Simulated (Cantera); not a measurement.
Gas mixture: 58.2 % CO2, 41.8 % O2, at 10.0 bar, frozen composition.

Cantera's kinetic-theory transport with the Lennard-Jones parameters of GRI-Mech 3.0, ideal gas; thermal conductivity in the mixture-averaged form.

D: mixture-averaged diffusion coefficient of that species in the mixture.

```
T (K)  ρ (kg/m³)  cp (J/kg/K)  μ (µPa s)  λ (mW/m/K)     Pr  D (cm²/s) C2H2  D (cm²/s) OH  D (cm²/s) CO2
-----  ---------  -----------  ---------  ----------  -----  --------------  ------------  -------------
400         11.7        939.1       21.8        28.6  0.714          0.0239        0.0464         0.0267
550         8.53         1026       28.1        40.2  0.718          0.0425        0.0806         0.0471
700         6.70         1094       33.7        51.1  0.722          0.0651         0.122         0.0715
850         5.52         1145       38.8        61.4  0.724          0.0911         0.169         0.0997
1000        4.69         1185       43.5        71.0  0.726           0.120         0.222          0.131
1150        4.08         1214       47.9        80.1  0.726           0.153         0.280          0.166
1300        3.61         1238       52.0         [?]  0.726             [?]           [?]            [?]
1450        3.23         1258       56.0        97.0  0.726             [?]           [?]            [?]
1600        2.93         1274       59.8         105  0.726           0.266         0.486          0.289
```

Task: What belongs in the gaps?

Result: 
- 1300, λ (mW/m/K): 88.7
- 1300, D (cm²/s) C2H2: 0.188
- 1300, D (cm²/s) OH: 0.344
- 1300, D (cm²/s) CO2: 0.204
- 1450, D (cm²/s) C2H2: 0.226
- 1450, D (cm²/s) OH: 0.413
- 1450, D (cm²/s) CO2: 0.245
